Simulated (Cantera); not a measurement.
N2O furnace oxynitridation

An isothermal, constant-pressure homogeneous reactor starts with 1.99 % N₂O, 98.0 % N₂, at 1000 K and 218 Torr.

Detailed kinetics in Cantera: GRI-Mech 3.0 (53 species, 325 reactions). GRI-Mech 3.0 was tuned for natural gas; its chemistry of N2O as a main component is partial and can be far from experiment. The mechanism lacks 2 NO + O2 → 2 NO2 and HONO, so NO2 and the effect of NO are under-described below about 1400 K.

```tsv
t (s)	x N₂O	x NO₂	x O₂	x NO	x N₂	x O
4.00e-5	0.0199	<1e-12	6.13e-12	<1e-12	0.980	7.17e-10
0.000115	0.0199	<1e-12	4.92e-11	4.09e-12	0.980	2.02e-9
0.000328	0.0199	<1e-12	3.92e-10	3.26e-11	0.980	5.52e-9
0.000940	0.0199	<1e-12	2.95e-9	2.45e-10	0.980	1.39e-8
0.00269	0.0199	<1e-12	1.93e-8	1.61e-9	0.980	2.86e-8
0.00771	0.0199	<1e-12	9.56e-8	7.96e-9	0.980	3.98e-8
0.0221	0.0199	<1e-12	3.44e-7	2.86e-8	0.980	4.13e-8
0.0632	0.0198	8.31e-12	1.06e-6	8.81e-8	0.980	4.13e-8
0.181	0.0198	6.99e-11	3.10e-6	2.58e-7	0.980	4.13e-8
0.519	0.0198	5.43e-10	8.96e-6	7.46e-7	0.980	4.13e-8
1.49	0.0198	3.72e-9	2.57e-5	2.14e-6	0.980	4.12e-8
4.26	0.0197	1.97e-8	7.35e-5	6.10e-6	0.980	4.12e-8
12.2	0.0194	7.45e-8	0.000209	1.73e-5	0.980	4.10e-8
34.9	0.0186	2.28e-7	0.000584	4.82e-5	0.981	4.06e-8
100	0.0166	6.25e-7	0.00157	0.000128	0.982	3.92e-8
```
x: mole fraction; the columns are a selection and need not sum to one.

Equilibrium at this temperature and pressure: N₂O 3.78e-10, NO₂ 4.76e-8, O₂ 0.00982, NO 7.63e-6, N₂ 0.990, O 2.91e-11 (gas phase only).
